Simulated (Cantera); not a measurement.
**Ignition delay**

Mixture: 9.62 % CH4, 17.5 % O2, 65.8 % N2, 7.03 % H2O, equivalence ratio 1.1, at 10.0 bar, adiabatic and at constant pressure. Ignition delay is the time to a rise of 400 K.

Computed with Cantera and GRI-Mech 3.0 (53 species, 325 reactions).

| T0 (K) | delay (ms) |
|---|---|
| 1275 | 2.17 |
| 1325 | 1.27 |
| 1375 | 0.760 |
| 1425 | 0.462 |
| 1475 | 0.284 |
| 1525 | 0.177 |
| 1575 | 0.112 |

```json
{
 "apparent activation energy between 1475 and 1575 K": "180 kJ/mol"
}
```
